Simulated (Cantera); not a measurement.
**Silicon nitride deposition: SiH4 + N2 + NH3**

Charge: 1 mol SiH4, 13 mol N2, 0.5 mol NH3, at 650 Pa.

Cantera equilibrium calculation (NASA polynomials, part measured and part estimated; ideal gas, pure solids and liquids). Candidate condensed phases: Si, Si3N4; 18 gas species. The tables' values for SiN are old estimates; treat these amounts as uncertain. Gases not in the tables: Si2H6 and higher silanes. The numbers say what is thermodynamically allowed, not how fast it happens.

From 700 K to 1700 K the condensed part is Si3N4(s). From 1900 K to 2100 K the condensed part is Si(l).

```
T (K)  log p N2  log p H2  log p Si  log p H  log p Si2N  log p SiH  log p SiN  n Si3N4(s)  n Si(l)
-----  --------  --------  --------  -------  ----------  ---------  ---------  ----------  -------
700       -2.27     -2.93      <-14     <-14        <-14       <-14       <-14       0.333        0
900       -2.27     -2.93      <-14   -11.40        <-14       <-14       <-14       0.333        0
1100      -2.27     -2.93      <-14    -9.05        <-14       <-14       <-14       0.333        0
1300      -2.27     -2.93    -13.05    -7.42        <-14     -13.60     -13.65       0.333        0
1500      -2.27     -2.93     -9.35    -6.22      -11.56     -10.31     -10.37       0.333        0
1700      -2.27     -2.93     -6.52    -5.30       -7.98      -7.80      -7.88       0.333        0
1900      -2.27     -2.96     -4.90    -4.58       -6.35      -6.44      -6.51           0    0.964
2100      -2.28     -2.99     -3.87    -4.00       -5.62      -5.63      -5.70           0    0.627
```
log p: log10 of the partial pressure in bar; n: condensed amount in mol.
